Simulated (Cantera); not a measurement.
Feed: 1 mol Al, 4.6 mol HCl, 640 mol H2, held at 1175 K and 750 Torr.

These are equilibrium values from Cantera (NASA tables, ideal gas, pure condensed phases), not measurements of a reactor. Candidate condensed phases: Al, AlCl3; 12 gas species. The tables' values for AlCl2 are old estimates; treat these amounts as uncertain. Rates play no part.

Base state: H2 0.996, HCl 0.00251, AlCl3 0.00153, AlCl2 1.43e-5 (mole fractions); condensed: gas only.

**Question.** What changes in the equilibrium state with this change: temperature from 1175 K to 1423.15 K?

**Answer.** 
| species | before | after |
|---|---|---|
| H2 | 0.996 | 0.995 |
| HCl | 0.00251 | 0.00371 |
| AlCl3 | 0.00153 | 0.000838 |
| AlCl | 5.00e-6 | 0.000512 |
| AlCl2 | 1.43e-5 | 0.000202 |

**Question.** What changes in the equilibrium state with this change: temperature from 1175 K to 1473.15 K?

**Answer.** 
```json
[
 {"species": "H2", "before": "0.996", "after": "0.994"},
 {"species": "HCl", "before": "0.00251", "after": "0.00418"},
 {"species": "AlCl", "before": "5.00e-6", "after": "0.000739"},
 {"species": "AlCl3", "before": "0.00153", "after": "0.000588"},
 {"species": "H", "before": "1.22e-7", "after": "1.26e-5"},
 {"species": "AlCl2", "before": "1.43e-5", "after": "0.000225"}
]
```
